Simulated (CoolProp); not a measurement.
Acetone at several states: fugacity coefficient from the reference equation and from simpler models built on Tc = 235.0 °C, pc = 4692 kPa, ω = 0.307; each cubic takes its own stable root.

The numbers come from the reference Helmholtz-energy equation of state, Lemmon 2006 in CoolProp. It is a short technical equation, of lower accuracy than the large ones.

```
T (°C)  p (kPa)   phase  reference
------  -------  ------  ---------
111.25     9000  liquid    0.06038
73.45       216  liquid     0.7665
-79.35      313  liquid   5.467e-5
-4.35     19900  liquid  0.0006844
```

How far does each simpler model (van der Waals, Redlich-Kwong) lie from the reference over these 4 states: mean and median of the absolute difference, and the worst?


- van der Waals: mean 25056.9 %, median 2236.0 %, worst +95729.5 % at -79.35 °C and 313 kPa
- Redlich-Kwong: mean 213.0 %, median 169.0 %, worst +489.4 % at -79.35 °C and 313 kPa

At some of these states van der Waals, Redlich-Kwong gives the other phase, because its saturation line lies elsewhere.
